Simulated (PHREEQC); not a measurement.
Dissolve 0.19 mol/kgw H2SO4, 9.9e-05 mol/kgw Al2(SO4)3 and 0.013 mol/kgw MgSO4 at 55 °C. It is in equilibrium with CO2 at log p = 0 (atm). Otherwise closed; pH follows from the charge balance.

Computed with PHREEQC (ion-association model, wateq4f.dat).

No solid was allowed to form.

### Question
Order these S species by the share of S that they hold, largest first: SO4-2, MgSO4, HSO4-.

### Answer
HSO4- (90 %), SO4-2 (7.9 %), MgSO4 (2.3 %)

The pH is 0.81 and the ionic strength 0.239 mol/kgw. Away from 25 °C the constants follow the database's enthalpies or fits; those with neither stay at their 25 °C values.
